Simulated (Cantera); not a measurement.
Feed: 1 mol Si, 24 mol HCl, 0.45 mol N2, at 1200 °C and 0.100 bar.

Method: chemical equilibrium by Gibbs-energy minimisation in Cantera with the NASA 1993 tables (ideal gas, pure condensed phases). Candidate condensed phases: NH4Cl, Si, Si3N4; 28 gas species. The tables' values for SiCl3 are old estimates; treat these amounts as uncertain. Equilibrium is a limit: real reactors are often held back by kinetics, nucleation or transport.

Question: What is the equilibrium state?

Answer: 
```
Property                             Result
--------------------------------  ---------
x(HCl)                                0.857
x(H2)                                0.0814
x(SiCl4)                             0.0370
x(N2)                                0.0191
x(SiCl3)                            0.00383
x(SiCl2)                            0.00136
x(SiHCl3)                          0.000330
x(Cl)                               9.75e-5
x(H)                                1.14e-5
gas amount                        23.53 mol
log10 activity of Si(s) (absent)      -4.32
```
